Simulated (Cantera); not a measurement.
A freely propagating, adiabatic, planar premixed flame of H2 : O2 : N2 = 1 : 0.312 : 1.17 (molar parts), unburnt at 650 K and 3.85 atm; mixture-averaged transport, grid criteria slope 0.08 and curve 0.16, no radiation.

Computed with Cantera and the H2/O2 subset of GRI-Mech 3.0, which has no nitrogen chemistry. The hydrogen kinetics of GRI-Mech 3.0 are dated; newer H2 mechanisms differ, most at raised pressure. Burning velocities carry a grid error of a few per cent, more on coarse grids.

What does this change do: H2 1 to 0.77 parts?


| quantity | before | after |
|---|---|---|
| laminar burning velocity | 1100 cm/s | 1000 cm/s |
| thermal thickness | 0.0803 mm | 0.0822 mm |
| peak x(H2O2) | 3.21e-5 | 3.93e-5 |
| peak x(H) | 0.0688 | 0.0562 |
| peak x(HO2) | 0.000693 | 0.000730 |

What does this change do: O2 0.312 to 0.39 parts?


```csv
quantity,before,after
laminar burning velocity,1100 cm/s,1230 cm/s
thermal thickness,0.0803 mm,0.0779 mm
peak x(H2O2),3.21e-5,3.97e-5
peak x(H),0.0688,0.0709
peak x(HO2),0.000693,0.000813
```
